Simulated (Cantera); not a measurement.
What does this Cantera script print?

```python
import numpy as np
import cantera as ct

gas_names = """
    CL CL2 H HCL H2 N NH NH2 NH3 N2 N2H2 N2H4 Si SiCL SiCL2 SiCL3 SiCL4 SiH SiHCL3 SiH2 SiH2CL2 SiH3
    SiH3CL SiH4 SiN Si2 Si2N Si3
""".split()
cond_names = """
    NH4CL(a) NH4CL(b) Si(cr) Si(L) Si3N4(a)
""".split()


def load(file, names, dense=False):
    # The tables refer to 1 bar. Condensed volumes are neglected.
    table = {s.name: s for s in ct.Species.list_from_file(file)}
    out = []
    for n in names:
        d = dict(table[n].input_data)
        d["thermo"] = dict(d["thermo"], **{"reference-pressure": 1e5})
        if dense:
            d["equation-of-state"] = {"model": "constant-volume", "density": "1e6 g/cm^3"}
        out.append(ct.Species.from_dict(d))
    return out


gas = ct.Solution(thermo="ideal-gas", species=load("nasa_gas.yaml", gas_names))
cond = {s.name: ct.Solution(thermo="fixed-stoichiometry", species=[s], name=s.name)
        for s in load("nasa_condensed.yaml", cond_names, dense=True)}
atoms = {
    'SiH2Cl2': {'Si': 1, 'H': 2, 'CL': 2},
    'Cl2': {'CL': 2},
    'N2': {'N': 2},
}
top_T = {'Si3N4(a)': 2400}  # K; cautious upper limits of use, not melting points


def equilibrate(T, P, feed):
    n = {}
    for name, mol in feed.items():
        for a, k in atoms[name].items():
            n[a] = n.get(a, 0.0) + k * mol
    gas.TPX = T, P, n
    mass = sum(n.values()) * gas.mean_molecular_weight
    gas.equilibrate("TP")
    valid = [c for c in cond.values() if c.min_temp <= T <= top_T.get(c.name, c.max_temp)]
    mix = ct.Mixture([(gas, mass / gas.mean_molecular_weight)] + [(c, 0.0) for c in valid])
    mix.T, mix.P = T, P
    mix.equilibrate("TP", solver="vcs", rtol=1e-11, max_steps=5000)
    return mix


results = []
feed = {'SiH2Cl2': 1, 'Cl2': 0.044, 'N2': 14}  # mol
P = 10000  # Pa
for T in [1123, 1223, 1323, 1423, 1523, 1623, 1723]:
    mix = equilibrate(T, P, feed)
    results.append((T, P, feed, dict(zip(mix.species_names, mix.species_moles))))

top = {s: max(r[3][s] / sum(r[3][g] for g in gas_names) for r in results) for s in gas_names}
cols = sorted((s for s in top if top[s] > 1e-06), key=lambda s: -top[s])[:8]
seen = [c for c in cond_names if any(r[3].get(c, 0) > 1e-12 for r in results)]
print("log10 of partial pressures in bar; condensed amounts in mol")
print(f"{'T/K':>10s}" + "".join(f"{s[:9]:>10s}" for s in cols + seen))
for T, P, feed, n in results:
    ng = sum(n[g] for g in gas_names)
    print(f"{T:10.4g}" + "".join(f"{np.log10(max(n[s] / ng * P / 1e5, 1e-99)):10.3f}" for s in cols)
          + "".join(f"{n.get(c, 0):10.4g}" for c in seen))
```

Result:

```
log10 of partial pressures in bar; condensed amounts in mol
       T/K        N2       HCL        H2     SiCL2     SiCL4     SiCL3        CL    SiHCL3  Si3N4(a)
      1123    -1.056    -2.059    -2.664    -6.195    -2.914    -5.102    -8.149    -5.285    0.2705
      1223    -1.056    -2.048    -2.688    -5.145    -2.944    -4.496    -7.291    -5.095    0.2729
      1323    -1.057    -2.042    -2.704    -4.268    -2.990    -3.998    -6.566    -4.947    0.2725
      1423    -1.057    -2.045    -2.702    -3.550    -3.092    -3.620    -5.958    -4.859    0.2644
      1523    -1.058    -2.068    -2.660    -3.010    -3.345    -3.415    -5.470    -4.887    0.2392
      1623    -1.059    -2.129    -2.570    -2.674    -3.834    -3.438    -5.108    -5.085    0.1961
      1723    -1.060    -2.227    -2.470    -2.489    -4.486    -3.624    -4.842    -5.415    0.1491
```

Cantera equilibrium calculation (NASA polynomials, part measured and part estimated; ideal gas, pure solids and liquids). N2 is the only nitrogen source here; it is nearly inert below about 1500 K, so the nitride shown seldom forms there in practice. The tables' values for SiCl3, SiCl are old estimates; treat these amounts as uncertain.
